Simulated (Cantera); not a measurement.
Input: 1 mol Si, 4 mol F₂, 82 mol N₂, 0.89 mol SF₆, at 800 K and 100000 Pa.

These are equilibrium values from Cantera (NASA tables, ideal gas, pure condensed phases), not measurements of a reactor. Candidate condensed phases: S, Si, Si₃N₄; 29 gas species. Kinetics and transport are ignored.

Base state: N₂ 0.959, SiF₄ 0.0118, NF₃ 0.0110, SF₆ 0.0105, F₂ 0.00673, F 0.000682 (mole fractions); condensed: gas only.

Problem. What changes in the equilibrium state with this change: F₂ from 4 to 4.5 mol?

Solution. 
```csv
species,before,after
N₂,0.959,0.955
NF₃,0.0110,0.0140
SiF₄,0.0118,0.0117
F₂,0.00673,0.00794
SF₆,0.0105,0.0104
F,0.000682,0.000741
```

Problem. What changes in the equilibrium state with this change: temperature from 800 K to 1475 K?

Solution. 
| species | before | after |
|---|---|---|
| N₂ | 0.959 | 0.933 |
| F | 0.000682 | 0.0452 |
| SiF₄ | 0.0118 | 0.0114 |
| NF₃ | 0.0110 | 1.82e-8 |
| SF₆ | 0.0105 | 0.00993 |
| SF₄ | <1e-9 | 0.000185 |
| F₂ | 0.00673 | 0.000345 |

Problem. What changes in the equilibrium state with this change: temperature from 800 K to 1225 K?

Solution. 
```csv
species,before,after
N₂,0.959,0.937
F,0.000682,0.0379
SiF₄,0.0118,0.0114
NF₃,0.0110,5.60e-6
SF₆,0.0105,0.0102
F₂,0.00673,0.00387
```
